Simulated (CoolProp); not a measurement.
The numbers come from the reference Helmholtz-energy equation of state, Zhou 2012 in CoolProp.

### Question
Give the vapour pressure (MPa), liquid density (kg/m³), enthalpy of vaporisation (kJ/kg), vapour Z of saturated p-xylene at 163.05 °C.

### Answer
```tsv
T (°C)	p (MPa)	liquid density (kg/m³)	enthalpy of vaporisation (kJ/kg)	vapour Z
163.05	0.188	728	320	0.928
```
